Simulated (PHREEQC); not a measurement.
A made-up water analysis in mg/L, 25 °C, pH 3.74, pe 11:

```json
[
 {"constituent": "Na", "mg/L": "59.2"},
 {"constituent": "K", "mg/L": "0.0169"},
 {"constituent": "Ca", "mg/L": "405"},
 {"constituent": "Mg", "mg/L": "47.3"},
 {"constituent": "Cl", "mg/L": "177"},
 {"constituent": "S(6) as SO4", "mg/L": "998"},
 {"constituent": "P as PO4", "mg/L": "4.75"}
]
```

Valence states are taken as typed.

The numbers come from PHREEQC with the ion-association model, wateq4f.dat.

```yaml
ionic_strength: 0.0355 mol/kgw
total_alkalinity: -0.289 meq/kg
charge_balance_error: 2.9 %
```

```
species  molality  activity   log γ
-------  --------  --------  ------
Ca+2      0.00743   0.00383  -0.288
SO4-2     0.00700   0.00355  -0.295
Cl-       0.00500   0.00417  -0.078
CaSO4     0.00269   0.00271   0.004
Na+       0.00253   0.00214  -0.074
Mg+2      0.00136  0.000714  -0.280
```

Precipitation was switched off in this run. H3PO4, which wateq4f.dat lacks, is added to it with the constant of phreeqc.dat.
